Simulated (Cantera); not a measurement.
Input: 1 mol C3H6, 0.76 mol O2, 1.4 mol N2, at 1600 K and 23.0 Pa.

Method: chemical equilibrium by Gibbs-energy minimisation in Cantera with the NASA 1993 tables (ideal gas, pure condensed phases). Candidate condensed phases: C, C6H6, C7H8, C8H18, H2O; 136 gas species. Equilibrium is a limit: real reactors are often held back by kinetics, nucleation or transport.

Base state: H2 0.504, CO 0.256, N2 0.236, H 0.00255, HCN 0.000706, HNC 1.62e-5, C2H2 (acetylene) 1.39e-5 (mole fractions); condensed: C(graphite).

Problem. What changes in the equilibrium state with this change: pressure from 23.0 Pa to 24.0 mbar?

Solution. 
| species | before | after |
|---|---|---|
| H2 | 0.504 | 0.506 |
| CO | 0.256 | 0.257 |
| N2 | 0.236 | 0.236 |
| H | 0.00255 | 0.000250 |
| CH4 | 9.56e-8 | 1.00e-5 |
| C2H2 (acetylene) | 1.39e-5 | 1.39e-5 |
| C(graphite), mol | 1.48 | 1.48 |

Problem. What changes in the equilibrium state with this change: O2 from 0.76 to 0.26 mol?

Solution. 
```
species             before     after
----------------  --------  --------
H2                   0.504     0.607
N2                   0.236     0.284
CO                   0.256     0.106
C2H2 (acetylene)   1.39e-5   1.67e-5
HCN               0.000706  0.000849
HNC                1.62e-5   1.94e-5
H                  0.00255   0.00279
C(graphite), mol      1.48      2.48
```

Problem. What changes in the equilibrium state with this change: pressure from 23.0 Pa to 54.0 Pa?

Solution. 
```tsv
species	before	after
H2	0.504	0.505
CO	0.256	0.257
N2	0.236	0.236
H	0.00255	0.00166
C2H2 (acetylene)	1.39e-5	1.39e-5
HCN	0.000706	0.000707
HNC	1.62e-5	1.62e-5
C(graphite), mol	1.48	1.48
```
